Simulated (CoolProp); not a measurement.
Properties of n-perfluorohexane along the isobar 7.19 MPa.

Model: reference Helmholtz-energy equation of state, Gao 2022, in CoolProp.

| T (°C) | phase | Joule-Thomson coefficient (K/MPa) | fugacity coefficient |
|---|---|---|---|
| 2.25 | liquid | -0.3346 | ___ |
| 10.85 | liquid | -0.3239 | ___ |
| 19.45 | liquid | -0.3125 | 0.005602 |
| 28.05 | liquid | -0.3003 | 0.008065 |
| 36.65 | liquid | -0.2872 | 0.01130 |
| 45.25 | liquid | ___ | 0.01543 |
| 53.85 | liquid | ___ | ___ |
| 62.35 | liquid | -0.2412 | 0.02688 |
| 70.95 | liquid | ___ | 0.03451 |
| 79.55 | liquid | -0.2028 | 0.04353 |
| 88.15 | liquid | -0.1805 | 0.05403 |
| 96.75 | liquid | -0.1558 | 0.06607 |

Question: Some entries are withheld; supply them.

Answer: 
- 2.25, fugacity coefficient: 0.002461
- 10.85, fugacity coefficient: 0.003775
- 45.25, Joule-Thomson coefficient (K/MPa): -0.2731
- 53.85, Joule-Thomson coefficient (K/MPa): -0.2577
- 53.85, fugacity coefficient: 0.02061
- 70.95, Joule-Thomson coefficient (K/MPa): -0.2229
